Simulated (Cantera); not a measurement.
Input: 1 mol SiH2Cl2, 1.6 mol HCl, 8 mol H2, 0.0058 mol C2H4, at 1350 K.

These are equilibrium values from Cantera (NASA tables, ideal gas, pure condensed phases), not measurements of a reactor. Candidate condensed phases: C, C6H6, C7H8, C8H18, Si, SiC; 109 gas species. Mutual solubility and eutectic melting of coexisting phases are not modelled. The tables' values for SiCl3 are old estimates; treat these amounts as uncertain. Rates play no part.

x: gas mole fraction; n: condensed amount in mol.

```
P (Pa)   x H2   x HCl  x SiCl2   x SiCl4  x SiHCl3  x SiCl3     n Si(s)  n SiC(s)
------  -----  ------  -------  --------  --------  -------  ----------  --------
100     0.774   0.145   0.0768  0.000560  0.000171  0.00294  (withheld)    0.0116
320     0.777   0.142   0.0732   0.00163  0.000509  0.00489  (withheld)    0.0116
1000    0.784   0.136   0.0666   0.00421   0.00139  0.00749  (withheld)    0.0116
3200    0.796   0.125   0.0556   0.00940   0.00341   0.0102  (withheld)    0.0116
10000   0.811   0.110   0.0421    0.0168   0.00709   0.0119       0.106    0.0116
32000   0.829  0.0917   0.0285    0.0247    0.0128   0.0119       0.111    0.0115
100000  0.845  0.0735   0.0180    0.0307    0.0202   0.0105  (withheld)    0.0114
```

Q: What belongs in the gaps?

A: 
- 100, n Si(s): 0.0555
- 320, n Si(s): 0.0607
- 1000, n Si(s): 0.0714
- 3200, n Si(s): 0.0889
- 100000, n Si(s): 0.0963
